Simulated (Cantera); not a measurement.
Cantera run:

```python
import numpy as np
import cantera as ct

gas_names = """
    C CN CO CO2 C2 CCN CNC C2N2 C2O C3 C3O2 C4 C4N2 C5 Fe FeC5O5 FeO N NCO NO NO2 NO3 N2 N2O O O2 O3
""".split()
cond_names = """
    C(gr) Fe(a) Fe(c) Fe(d) Fe(L) FeC5O5(L) FeO(s) FeO(L) Fe2O3(s) Fe3O4(s)
""".split()


def load(file, names, dense=False):
    # The tables refer to 1 bar. Condensed volumes are neglected.
    table = {s.name: s for s in ct.Species.list_from_file(file)}
    out = []
    for n in names:
        d = dict(table[n].input_data)
        d["thermo"] = dict(d["thermo"], **{"reference-pressure": 1e5})
        if dense:
            d["equation-of-state"] = {"model": "constant-volume", "density": "1e6 g/cm^3"}
        out.append(ct.Species.from_dict(d))
    return out


gas = ct.Solution(thermo="ideal-gas", species=load("nasa_gas.yaml", gas_names))
cond = {s.name: ct.Solution(thermo="fixed-stoichiometry", species=[s], name=s.name)
        for s in load("nasa_condensed.yaml", cond_names, dense=True)}
atoms = {
    'Fe(CO)5': {'Fe': 1, 'C': 5, 'O': 5},
    'N2': {'N': 2},
}
top_T = {'C(gr)': 4500, 'Fe2O3(s)': 1830, 'Fe3O4(s)': 1870}  # K; cautious upper limits of use, not melting points


def equilibrate(T, P, feed):
    n = {}
    for name, mol in feed.items():
        for a, k in atoms[name].items():
            n[a] = n.get(a, 0.0) + k * mol
    gas.TPX = T, P, n
    mass = sum(n.values()) * gas.mean_molecular_weight
    gas.equilibrate("TP")
    valid = [c for c in cond.values() if c.min_temp <= T <= top_T.get(c.name, c.max_temp)]
    mix = ct.Mixture([(gas, mass / gas.mean_molecular_weight)] + [(c, 0.0) for c in valid])
    mix.T, mix.P = T, P
    mix.equilibrate("TP", solver="vcs", rtol=1e-11, max_steps=5000)
    return mix


results = []
feed = {'Fe(CO)5': 1, 'N2': 31}  # mol
T = 1175  # K
P = 1333.22  # Pa
mix = equilibrate(T, P, feed)
results.append((T, P, feed, dict(zip(mix.species_names, mix.species_moles))))
print(gas.report(threshold=1e-06))
for i in range(1, mix.n_phases):
    print(f"{mix.phase(i).name:16s} {mix.phase_moles(i):12.5e} mol")
```

It prints:

```
       temperature   1175 K
          pressure   1333.2 Pa
           density   0.0038229 kg/m^3
  mean mol. weight   28.014 kg/kmol
   phase of matter   gas

                          1 kg             1 kmol
                     ---------------   ---------------
          enthalpy        4.2658e+05         1.195e+07  J
   internal energy             77837        2.1805e+06  J
           entropy            9768.8        2.7366e+05  J/K
    Gibbs function       -1.1052e+07        -3.096e+08  J
 heat capacity c_p              1199             33589  J/K
 heat capacity c_v            902.23             25275  J/K

                      mass frac. Y      mole frac. X     chem. pot. / RT
                     ---------------   ---------------   ---------------
                CO           0.13886           0.13888           -43.644
               CO2        1.0941e-05        6.9643e-06           -85.522
                N2           0.86113           0.86112           -29.762
     [  +24 minor]        3.1537e-09        1.5822e-09

C(gr)             2.50713e-04 mol
Fe(a)             1.00000e+00 mol
FeC5O5(L)         0.00000e+00 mol
FeO(s)            0.00000e+00 mol
Fe2O3(s)          0.00000e+00 mol
Fe3O4(s)          0.00000e+00 mol
```

Equilibrium computed with Cantera from the NASA thermochemical tables; the gas is ideal and each condensed phase is pure.
